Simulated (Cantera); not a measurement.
**Thermodynamics of calcination and drying, feed MgSO4 + CO2**

Charge: 1 mol MgSO4, 0.28 mol CO2, held at 1330 Pa.

Method: chemical equilibrium by Gibbs-energy minimisation in Cantera with the NASA 1993 tables (ideal gas, pure condensed phases). Candidate condensed phases: C, Mg, MgCO3, MgO, MgS, MgSO4, S; 26 gas species. Mutual solubility and eutectic melting of coexisting phases are not modelled. Kinetics and transport are ignored.

From 575 K to 875 K the condensed part is MgSO4(s). From 975 K to 1075 K the condensed part is MgO(s) + MgSO4(s). From 1175 K to 1675 K the condensed part is MgO(s).

```tsv
T (K)	x CO2	x SO2	x O2	x SO3	x O	x CO	x SO	n MgSO4(s)	n MgO(s)
575	1.00	2.09e-11	6.20e-10	<1e-12	<1e-12	<1e-12	<1e-12	1.00	0
675	1.00	8.08e-9	4.13e-9	3.21e-11	<1e-12	<1e-12	<1e-12	1.00	0
775	1.000	2.83e-6	1.41e-6	2.15e-8	<1e-12	2.26e-11	<1e-12	1.000	0
875	1.000	0.000252	0.000126	3.16e-6	<1e-12	3.64e-10	<1e-12	1.000	0
975	0.987	0.00872	0.00436	0.000162	4.13e-11	3.30e-9	<1e-12	0.997	0.00252
1075	0.767	0.153	0.0765	0.00389	3.14e-9	1.56e-8	1.16e-10	0.943	0.0573
1175	0.158	0.554	0.277	0.0106	6.66e-8	2.49e-8	3.94e-9	0	1.00
1275	0.158	0.558	0.279	0.00495	5.11e-7	2.37e-7	4.48e-8	0	1.00
1375	0.158	0.560	0.280	0.00257	2.92e-6	1.63e-6	3.56e-7	0	1.00
1475	0.157	0.561	0.280	0.00146	1.32e-5	8.61e-6	2.14e-6	0	1.00
1575	0.157	0.561	0.281	0.000891	4.91e-5	3.67e-5	1.02e-5	0	1.00
1675	0.157	0.561	0.281	0.000578	0.000157	0.000131	4.04e-5	0	1.00
```
x: gas mole fraction; n: condensed amount in mol.
